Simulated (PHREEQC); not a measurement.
A solution holds 0.04 mol/kgw HF, 0.0063 mol/kgw NH4HF2, 0.0016 mol/kgw (NH4)2SiF6 and 9.8e-05 mol/kgw HCl, at 25 °C. Closed to the air; pH follows from the charge balance.

Equilibrium calculation in PHREEQC: ion-association model, phreeqc.dat.

- pH = 2.45
- ionic strength = 0.0150 mol/kgw
- total alkalinity = -52.8 meq/kg

```json
[
 {"species": "HF", "molality": "0.0411", "activity": "0.0412", "log γ": "0.002"},
 {"species": "NH4+", "molality": "0.00950", "activity": "0.00834", "log γ": "-0.057"},
 {"species": "F-", "molality": "0.00877", "activity": "0.00773", "log γ": "-0.055"},
 {"species": "H+", "molality": "0.00395", "activity": "0.00355", "log γ": "-0.046"},
 {"species": "SiF6-2", "molality": "0.00160", "activity": "0.000990", "log γ": "-0.208"},
 {"species": "HF2-", "molality": "0.00138", "activity": "0.00122", "log γ": "-0.053"},
 {"species": "Cl-", "molality": "9.80e-5", "activity": "8.65e-5", "log γ": "-0.054"},
 {"species": "NH3", "molality": "1.33e-9", "activity": "1.34e-9", "log γ": "0.002"}
]
```

This is a speciation only: nothing precipitates in the calculation. SiF6-2 is the database's only silicon fluoride.
